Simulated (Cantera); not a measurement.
Charge: 1 mol Cr, 6.1 mol H2O, a varied amount of O2, held at 1700 K and 825 Torr.

These are equilibrium values from Cantera (NASA tables, ideal gas, pure condensed phases), not measurements of a reactor. Candidate condensed phases: Cr, Cr2O3, H2O; 13 gas species. Gases not in the tables: CrO2(OH)2. Rates play no part.

x: gas mole fraction; n: condensed amount in mol.

```tsv
n(O2) (mol)	x H2O	x O2	x H2	x OH	n Cr2O3(s)
0.36	0.872	1.71e-8	0.128	1.77e-5	0.500
0.42	0.892	2.49e-8	0.108	1.97e-5	0.500
0.48	0.911	___	___	___	0.500
0.55	0.934	7.45e-8	0.0656	2.65e-5	0.500
0.64	0.964	2.62e-7	0.0361	3.68e-5	0.500
0.73	0.993	8.28e-6	0.00661	8.87e-5	0.500
0.84	0.985	0.0145	0.000157	0.000571	0.500
0.97	0.965	___	___	___	0.500
1.1	0.945	0.0541	7.78e-5	0.000778	0.500
1.3	0.917	0.0825	6.11e-5	0.000851	0.500
1.5	0.890	0.109	5.16e-5	0.000899	0.500
1.7	0.865	0.134	4.52e-5	0.000934	0.500
2	0.829	0.170	3.86e-5	0.000969	0.500
```

Some entries are withheld; supply them.


- 0.97, x O2: 0.0347
- 0.97, x H2: 9.92e-5
- 0.97, x OH: 0.000703
- 0.48, x O2: 3.89e-8
- 0.48, x H2: 0.0885
- 0.48, x OH: 2.22e-5
